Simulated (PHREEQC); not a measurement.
Solution (25 °C): 0.16 mol NaHCO3, 0.0006 mol Na2SO4 and 0.0032 mol KCl per kg of water. Closed to the air; pH follows from the charge balance.

Model: ion-association model, phreeqc.dat, run in PHREEQC.

```
quantity                  before  after
------------------------  ------  -----
pH                          7.95   7.60
ionic strength (mol/kgw)   0.158  0.156
Na+ (mol/kgw)              0.153  0.151
SI of Halite (NaCl)        -5.14  -5.18
SI of Sylvite (KCl)        -6.16  -6.34
```

Which change was made?
(A) NaHCO3 replaced by Na3PO4 at the same molality
(B) Na2SO4 left out
(C) Na2SO4 from 0.0006 to 0.00012 mol/kgw
(D) temperature from 25 to 60 °C
(E) NaHCO3 replaced by NaOH at the same molality

D, temperature from 25 to 60 °C

No solid was allowed to form. Away from 25 °C the constants follow the database's enthalpies or fits; those with neither stay at their 25 °C values.
